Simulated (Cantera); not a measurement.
**Stirred combustor or abatement burner**

A perfectly stirred reactor is fed with H2 : O2 : N2 = 1 : 0.82 : 3.08 (molar parts), at 1.00 atm; it is adiabatic with a 725 K inlet, and is followed from long to short residence time, starting on the burning branch (τ in s: 0.38, 0.13, 0.046, 0.016, 0.0056, 0.0019, 0.00068, 0.00024, 8.3e-05, 2.9e-05).

Model: GRI-Mech 3.0 (53 species, 325 reactions), integrated in Cantera.

```
τ (s)    T (K)      x H2    x O2       x H       x O    x NO2     x OH
-------  -----  --------  ------  --------  --------  -------  -------
0.38      2183  0.000900  0.0695  0.000159  0.000661  2.82e-6  0.00535
0.13      2185  0.000969  0.0703  0.000177  0.000715  1.54e-6  0.00557
0.046     2184   0.00113  0.0708  0.000221  0.000828  7.07e-7  0.00598
0.016     2176   0.00154  0.0708  0.000350   0.00112  3.14e-7  0.00687
0.0056    2155   0.00254  0.0707  0.000743   0.00182  1.41e-7  0.00856
0.0019    2111   0.00464  0.0704   0.00191   0.00335  5.60e-8   0.0110
0.00068   2038   0.00804  0.0706   0.00467   0.00590  2.25e-8   0.0134
0.00024   1923    0.0129  0.0716    0.0105   0.00960  1.15e-8   0.0147
8.3e-5    1761    0.0189  0.0744    0.0205    0.0137  7.32e-9   0.0140
2.9e-5    1566    0.0285  0.0810    0.0332    0.0157  3.77e-9   0.0112
```
x: mole fraction; the columns are a selection and need not sum to one.
